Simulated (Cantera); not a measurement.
An adiabatic, constant-pressure homogeneous reactor starts with CO : H2 : O2 : N2 = 1 : 0.48 : 0.617 : 2.32 (molar parts), equivalence ratio 1.2, at 1550 K and 5.20 bar. Integrator tolerance rtol = 1e-08.

Model: GRI-Mech 3.0 (53 species, 325 reactions), integrated in Cantera. The hydrogen kinetics of GRI-Mech 3.0 are dated; newer H2 mechanisms differ, most at raised pressure.

Question: What does this change do: pressure from 5.20 bar to 1.01 bar?

Answer: 
```json
[
 {"quantity": "time of steepest temperature rise", "before": "3.17 µs", "after": "15.8 µs"},
 {"quantity": "temperature at 2.00 s", "before": "2953 K", "after": "2816 K"},
 {"quantity": "equilibrium temperature", "before": "2953 K", "after": "2816 K"},
 {"quantity": "x(CO) at 2.00 s", "before": "0.116 (gas-phase equilibrium 0.116)", "after": "0.125 (gas-phase equilibrium 0.125)"},
 {"quantity": "x(H2) at 2.00 s", "before": "0.0114 (gas-phase equilibrium 0.0114)", "after": "0.0132 (gas-phase equilibrium 0.0132)"},
 {"quantity": "x(O2) at 2.00 s", "before": "0.0207 (gas-phase equilibrium 0.0207)", "after": "0.0257 (gas-phase equilibrium 0.0257)"},
 {"quantity": "x(H2O) at 2.00 s", "before": "0.0973 (gas-phase equilibrium 0.0973)", "after": "0.0914 (gas-phase equilibrium 0.0914)"},
 {"quantity": "x(OH) at 2.00 s", "before": "0.0175 (gas-phase equilibrium 0.0175)", "after": "0.0196 (gas-phase equilibrium 0.0196)"},
 {"quantity": "x(H) at 2.00 s", "before": "0.00642 (gas-phase equilibrium 0.00642)", "after": "0.00993 (gas-phase equilibrium 0.00993)"}
]
```

Question: What does this change do: initial temperature 1550 to 1275 K?

Answer: 
```json
[
 {"quantity": "time of steepest temperature rise", "before": "3.17 µs", "after": "10.5 µs"},
 {"quantity": "temperature at 2.00 s", "before": "2953 K", "after": "2859 K"},
 {"quantity": "equilibrium temperature", "before": "2953 K", "after": "2859 K"},
 {"quantity": "x(CO) at 2.00 s", "before": "0.116 (gas-phase equilibrium 0.116)", "after": "0.103 (gas-phase equilibrium 0.103)"},
 {"quantity": "x(H2) at 2.00 s", "before": "0.0114 (gas-phase equilibrium 0.0114)", "after": "0.00983 (gas-phase equilibrium 0.00983)"},
 {"quantity": "x(O2) at 2.00 s", "before": "0.0207 (gas-phase equilibrium 0.0207)", "after": "0.0159 (gas-phase equilibrium 0.0159)"},
 {"quantity": "x(H2O) at 2.00 s", "before": "0.0973 (gas-phase equilibrium 0.0973)", "after": "0.103 (gas-phase equilibrium 0.103)"},
 {"quantity": "x(OH) at 2.00 s", "before": "0.0175 (gas-phase equilibrium 0.0175)", "after": "0.0136 (gas-phase equilibrium 0.0136)"},
 {"quantity": "x(H) at 2.00 s", "before": "0.00642 (gas-phase equilibrium 0.00642)", "after": "0.00439 (gas-phase equilibrium 0.00439)"}
]
```
